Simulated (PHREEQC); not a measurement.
**Hard or scaling water: an equilibrium model**

Make-up at 75 °C: 0.37 mmol/kgw Ca(HCO3)2, 0.118 mmol/kgw Na2SO4 and 0.041 mmol/kgw H4SiO4. Closed to the air; pH follows from the charge balance.

Model: ion-association model, phreeqc.dat, run in PHREEQC.

| Item | Result |
|---|---|
| pH | 7.77 |
| ionic strength | 0.00141 mol/kgw |
| specific conductance | 237 µS/cm |
| total alkalinity | 0.740 meq/kg |

| species | molality | activity | log γ |
|---|---|---|---|
| HCO3- | 0.000702 | 0.000671 | -0.020 |
| Ca+2 | 0.000353 | 0.000294 | -0.080 |
| Na+ | 0.000236 | 0.000225 | -0.020 |
| SO4-2 | 0.000111 | 9.25e-5 | -0.080 |
| H4SiO4 | 3.97e-5 | 3.97e-5 | 0.000 |
| CO2 | 2.39e-5 | 2.39e-5 | 0.000 |
| OH- | 1.27e-5 | 1.21e-5 | -0.020 |
| CaSO4 | 6.67e-6 | 6.67e-6 | 0.000 |
| CaCO3 | 6.28e-6 | 6.28e-6 | 0.000 |
| CaHCO3+ | 3.77e-6 | 3.60e-6 | -0.020 |
| CO3-2 | 3.56e-6 | 2.96e-6 | -0.079 |
| H3SiO4- | 1.31e-6 | 1.25e-6 | -0.020 |

This is a speciation only: nothing precipitates in the calculation. Away from 25 °C the constants follow the database's enthalpies or fits; those with neither stay at their 25 °C values.
